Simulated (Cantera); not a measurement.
Charge: 1 mol NF3, 0.12 mol H2O, 0.4 mol H2, at 1050 °C and 133 Pa.

Method: chemical equilibrium by Gibbs-energy minimisation in Cantera with the NASA 1993 tables (ideal gas, pure condensed phases). Candidate condensed phases: H2O; 40 gas species. Equilibrium is a limit: real reactors are often held back by kinetics, nucleation or transport.

Base state: F 0.550, HF 0.292, N2 0.140, O2 0.0168, F2 0.000324, NO 5.48e-5 (mole fractions); condensed: gas only.

Task: What changes in the equilibrium state with this change: temperature from 1050 °C to 2125 °C?

Result: 
```tsv
species	before	after
F	0.550	0.545
HF	0.292	0.289
N2	0.140	0.138
O	9.45e-7	0.0190
O2	0.0168	0.00650
H	<1e-9	0.000157
OH	<1e-9	2.38e-5
F2	0.000324	3.41e-7
```

Task: What changes in the equilibrium state with this change: H2 from 0.4 to 0.7 mol?

Result: 
```tsv
species	before	after
HF	0.292	0.461
F	0.550	0.382
N2	0.140	0.140
F2	0.000324	0.000156
O2	0.0168	0.0168
NO	5.48e-5	5.48e-5
```
